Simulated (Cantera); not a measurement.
Feed: 1 mol CH₃Cl, 12 mol H₂, held at 2475 K and 2.20 mbar.

Cantera equilibrium calculation (NASA polynomials, part measured and part estimated; ideal gas, pure solids and liquids). Candidate condensed phases: C, C₆H₆, C₇H₈, C₈H₁₈; 91 gas species. Kinetics and transport are ignored.

Base state: H₂ 0.573, H 0.363, HCl 0.0399, Cl 0.0179, C₂H₂ (acetylene) 0.00557, C₂H 0.000240, C₃ 0.000153, C 5.35e-5 (mole fractions); condensed: C(graphite).

Problem. What changes in the equilibrium state with this change: CH₃Cl replaced by CH₂F₂?

Solution. 
| species | before | after |
|---|---|---|
| H₂ | 0.573 | 0.528 |
| H | 0.363 | 0.349 |
| HF | 0 | 0.118 |
| HCl | 0.0399 | 0 |
| Cl | 0.0179 | 0 |
| F | 0 | 0.000152 |
| C₄H₂ | 2.24e-5 | 2.06e-5 |
| C₂H₂ (acetylene) | 0.00557 | 0.00513 |
| C(graphite), mol | 0.788 | 0.807 |
